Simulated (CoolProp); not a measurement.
Aqueous ethanol as a coolant, at 7 °C, 1 atm.

Values from CoolProp's Melinder's fits for secondary coolants.

```csv
mass %,freezing point (°C),conductivity (W/(m K)),density (kg/m³),Prandtl number,cp (kJ/(kg K))
2.9,-1.2,0.556,994.4,12.7,4.261
10.5,-4.6,0.509,983.9,21.4,4.370
18,-9.5,0.465,975.9,32.4,4.373
25.6,-16.0,0.424,967.3,43.4,4.274
33.2,-23.2,0.387,956.5,51.6,4.111
40.8,-30.2,0.352,943.1,55.8,3.927
48.4,-36.4,0.320,927.4,56.7,3.746
55.9,-41.8,0.292,910.8,54.8,3.554
```
